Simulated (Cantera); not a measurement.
Charge: 1 mol Al(CH3)3, 46 mol N2O, 130 mol N2, at 0.00620 bar.

Method: chemical equilibrium by Gibbs-energy minimisation in Cantera with the NASA 1993 tables (ideal gas, pure condensed phases). Candidate condensed phases: Al, AlN, Al2O3, C, C6H6, C7H8, C8H18, H2O; 148 gas species. The feed counts by its element totals alone. Kinetics and transport are ignored. All values below are at 1948 K.

Base state: N2 0.874, O2 0.0816, H2O 0.0211, CO2 0.0144, NO 0.00434, OH 0.00204, O 0.00161, CO 0.000542 (mole fractions); condensed: Al2O3(s).

Question: What changes in the equilibrium state with this change: Al(CH3)3 replaced by Al?

Answer: 
| species | before | after |
|---|---|---|
| N2 | 0.874 | 0.884 |
| O2 | 0.0816 | 0.109 |
| NO | 0.00434 | 0.00504 |
| H2O | 0.0211 | 0 |
| CO2 | 0.0144 | 0 |
| OH | 0.00204 | 0 |
| CO | 0.000542 | 0 |
| H | 0.000193 | 0 |
| H2 | 0.000181 | 0 |
| O | 0.00161 | 0.00186 |
| Al2O3(s), mol | 0.500 | 0.500 |
